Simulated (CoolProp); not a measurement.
Normal hydrogen at 293.15 K and 0.363 MPa is throttled through a valve to 0.154 MPa with no heat exchange. Each further row changes one setting.

Computed with CoolProp (reference Helmholtz-energy equation of state, Leachman 2009).

| case | temperature change (K) | final density (kg/m³) |
|---|---|---|
| as stated | +0.1 | 0.127 |
| outlet pressure 0.0462 MPa | +0.1 | 0.0382 |
| outlet pressure 0.2 MPa | +0.0 | 0.165 |
